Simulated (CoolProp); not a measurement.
CF4 (R14) at 402.15 K and 2.45 MPa is throttled through a valve to 0.988 MPa with no heat exchange. Each further row changes one setting.

Computed with CoolProp (reference Helmholtz-energy equation of state, Platzer 1990). This equation is an older, rougher fit.

| case | temperature change (K) | final density (kg/m³) |
|---|---|---|
| as stated | -3.9 | ? |
| outlet pressure 0.296 MPa | -5.9 | ? |
| outlet pressure 1.28 MPa | ? | 34.4 |

**Question.** Fill in the missing entries.

**Answer.** 
- as stated, final density (kg/m³): 26.5
- outlet pressure 0.296 MPa, final density (kg/m³): 7.93
- outlet pressure 1.28 MPa, temperature change (K): -3.1
